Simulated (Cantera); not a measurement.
**Silicon nitride deposition: SiH2Cl2 + N2**

Charge: 1 mol SiH2Cl2, 51 mol N2, held at 750 Torr.

Equilibrium computed with Cantera from the NASA thermochemical tables; the gas is ideal and each condensed phase is pure. Candidate condensed phases: NH4Cl, Si, Si3N4; 28 gas species. N2 is the only nitrogen source here; it is nearly inert below about 1500 K, so the nitride shown seldom forms there in practice. The tables' values for SiCl3, SiCl are old estimates; treat these amounts as uncertain. Equilibrium is a limit: real reactors are often held back by kinetics, nucleation or transport.

```tsv
T (K)	x N2	x HCl	x H2	x SiCl2	x SiCl4	n Si3N4(s)
700	0.966	0.0206	0.00881	<1e-12	0.00441	0.256
800	0.966	0.0228	0.00775	2.52e-12	0.00388	0.266
900	0.965	0.0243	0.00697	2.73e-10	0.00348	0.273
1000	0.965	0.0255	0.00638	1.14e-8	0.00319	0.278
1100	0.965	0.0264	0.00593	2.38e-7	0.00296	0.282
1200	0.965	0.0271	0.00558	2.96e-6	0.00276	0.284
1300	0.964	0.0276	0.00532	2.45e-5	0.00256	0.286
1400	0.964	0.0279	0.00517	0.000145	0.00229	0.285
1500	0.964	0.0277	0.00523	0.000633	0.00183	0.279
1600	0.963	0.0267	0.00571	0.00198	0.00113	0.262
1700	0.963	0.0244	0.00683	0.00431	0.000478	0.231
1800	0.962	0.0210	0.00851	0.00698	0.000148	0.194
1900	0.962	0.0172	0.0103	0.00945	4.04e-5	0.157
```
x: gas mole fraction; n: condensed amount in mol.

From 700 K to 1900 K the condensed part is Si3N4(s). The main Si-bearing gas is SiCl4 at 700 K and SiCl2 at 1900 K. The share of Si in condensed phases is highest at 1300 K (85.8 %) and lowest at 1900 K (47.1 %).
